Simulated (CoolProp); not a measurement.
The fluid at 298.15 K and 0.437 MPa flows at 12 m/s in a round tube of 12.7 mm bore and 45 µm roughness, fully developed (64/Re and Nu = 3.66 if laminar; Colebrook and Gnielinski if turbulent). The same conditions are run with several fluids, on thermodynamics alone (safety and materials aside).

The numbers come from the reference Helmholtz-energy equation of state of each fluid (R134a: Tillner-Roth 1994; R410A: Lemmon 2003; sulfur hexafluoride: Guder 2009; R404A: Lemmon 2003; R407C: Lemmon 2003) in CoolProp. Blends and air are pseudo-pure fits.

```json
[
 {"fluid": "R134a", "Reynolds number": "258000", "Darcy friction factor": "0.0279", "pressure drop (Pa/m)": "3140", "heat-transfer coefficient (W/(m² K))": "859", "mass flow (kg/h)": "?"},
 {"fluid": "R410A", "Reynolds number": "159000", "Darcy friction factor": "0.0282", "pressure drop (Pa/m)": "?", "heat-transfer coefficient (W/(m² K))": "552", "mass flow (kg/h)": "74.4"},
 {"fluid": "sulfur hexafluoride", "Reynolds number": "270000", "Darcy friction factor": "0.0279", "pressure drop (Pa/m)": "4290", "heat-transfer coefficient (W/(m² K))": "866", "mass flow (kg/h)": "148"},
 {"fluid": "R404A", "Reynolds number": "231000", "Darcy friction factor": "0.0280", "pressure drop (Pa/m)": "?", "heat-transfer coefficient (W/(m² K))": "798", "mass flow (kg/h)": "?"},
 {"fluid": "R407C", "Reynolds number": "?", "Darcy friction factor": "0.0280", "pressure drop (Pa/m)": "2600", "heat-transfer coefficient (W/(m² K))": "?", "mass flow (kg/h)": "?"}
]
```

Problem. Complete the blanks.

Solution. 
- R134a, mass flow (kg/h): 109
- R410A, pressure drop (Pa/m): 2170
- R404A, pressure drop (Pa/m): 2950
- R404A, mass flow (kg/h): 102
- R407C, Reynolds number: 203000
- R407C, heat-transfer coefficient (W/(m² K)): 687
- R407C, mass flow (kg/h): 89.7

Transport values come from each fluid's own correlations; those of R134a are estimates that may be off by 10 % or more.
